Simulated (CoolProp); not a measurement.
A simple Rankine cycle with R365MFC: condensing at 323.15 K, boiler at 0.673 MPa, turbine inlet 499 K, turbine efficiency 0.85, pump efficiency 0.8, no recuperator. Each further row changes one setting.

Computed with CoolProp (reference Helmholtz-energy equation of state, Lemmon 2016).

```tsv
case	thermal efficiency (%)	net work (kJ/kg)	heat in (kJ/kg)	turbine exit temperature (K)	volume ratio over the turbine
as stated	8.7	34.0	389	469.1	4.65
condensing temperature 315.15 K	10.0	39.9	400	464.2	6.08
boiler pressure 0.471 MPa	6.8	26.7	391	476.3	3.25
turbine efficiency 0.75	7.7	29.9	389	472.3	4.69
```
